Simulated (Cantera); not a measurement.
Equilibrium for calcination and drying: K₂SO₄ + C + H₂O

Input: 1 mol K₂SO₄, 0.013 mol C, 2.3 mol H₂O, equilibrated at 1925 K and 0.750 Torr.

Equilibrium computed with Cantera from the NASA thermochemical tables; the gas is ideal and each condensed phase is pure. Candidate condensed phases: C, C₆H₆, C₇H₈, C₈H₁₈, H₂O, H₂SO₄, K, KOH, KO₂, K₂CO₃, K₂O, K₂O₂, K₂S, K₂SO₄, S; 130 gas species. Kinetics and transport are ignored.

The x(H₂O) is 0.335 and the x(K) is 0.266. The x(SO₂) comes out as 0.164 and the x(O₂) is 0.144. The x(KOH) comes out as 0.0631 and the x(OH) is 0.0131. The x(H₂) is 0.00447, the x(O) is 0.00442 and the x(CO₂) is 0.00203. The gas amount is 6.070 mol and the log10 activity of KOH(l) (absent) comes out as -4.99. The log10 activity of K(l) (absent) is -5.30 and the log10 activity of K₂SO₄(l) (absent) comes out as -6.95.
